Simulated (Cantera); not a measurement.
Feed: 1 mol SiC, 0.12 mol CO2, 270 mol H2, at 1373 K.

These are equilibrium values from Cantera (NASA tables, ideal gas, pure condensed phases), not measurements of a reactor. Candidate condensed phases: C, C6H6, C7H8, C8H18, H2O, Si, SiC, SiO2; 123 gas species. The numbers say what is thermodynamically allowed, not how fast it happens.

Question: At 6.00e-6 bar, list the 4 most abundant gas species with their mole fractions, and the condensed phases.

Answer: H2 0.998, H 0.00136, CO 0.000668, SiO 0.000219. Condensed: SiC(s).
